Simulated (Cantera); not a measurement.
An isothermal, constant-pressure homogeneous reactor starts with C2H6 : N2 = 1 : 8.4 (molar parts), at 1100 K and 5.70 Torr. Integrator tolerance rtol = 1e-08.

Cantera simulation using GRI-Mech 3.0 (53 species, 325 reactions); the numbers are that mechanism's predictions, not measurements. GRI-Mech 3.0 stops at C3 and has no aromatics, soot or wall deposition, so with more carbon than oxygen in the feed, carbon stays in small species such as C2H2 where larger ones or solid carbon would form. Radical loss at walls, strong at low pressure, is not modelled.

Question: What does this change do: temperature 1100 to 2023 K?

Answer: 
```
quantity                                              before                                    after
-----------------  -----------------------------------------  ---------------------------------------
x(C2H6) at 10.0 s    0.00139 (gas-phase equilibrium 1.90e-6)    <1e-12 (gas-phase equilibrium <1e-12)
x(C2H4) at 10.0 s     0.0724 (gas-phase equilibrium 0.00321)  6.64e-7 (gas-phase equilibrium 2.61e-7)
x(CH4) at 10.0 s       0.0161 (gas-phase equilibrium 0.0258)  5.05e-7 (gas-phase equilibrium 1.31e-6)
x(C2H) at 10.0 s   1.38e-11 (gas-phase equilibrium 2.30e-12)  9.35e-5 (gas-phase equilibrium 3.68e-5)
x(C2H2) at 10.0 s      0.0139 (gas-phase equilibrium 0.0461)    0.0871 (gas-phase equilibrium 0.0342)
```

Question: What does this change do: temperature 1100 to 1550 K?

Answer: 
```json
[
 {"quantity": "x(C2H6) at 10.0 s", "before": "0.00139 (gas-phase equilibrium 1.90e-6)", "after": "8.92e-7 (gas-phase equilibrium 7.93e-11)"},
 {"quantity": "x(C2H4) at 10.0 s", "before": "0.0724 (gas-phase equilibrium 0.00321)", "after": "5.73e-5 (gas-phase equilibrium 9.98e-6)"},
 {"quantity": "x(CH4) at 10.0 s", "before": "0.0161 (gas-phase equilibrium 0.0258)", "after": "0.0112 (gas-phase equilibrium 5.82e-5)"},
 {"quantity": "x(C2H) at 10.0 s", "before": "1.38e-11 (gas-phase equilibrium 2.30e-12)", "after": "1.22e-7 (gas-phase equilibrium 9.51e-8)"},
 {"quantity": "x(C2H2) at 10.0 s", "before": "0.0139 (gas-phase equilibrium 0.0461)", "after": "0.0830 (gas-phase equilibrium 0.0431)"}
]
```
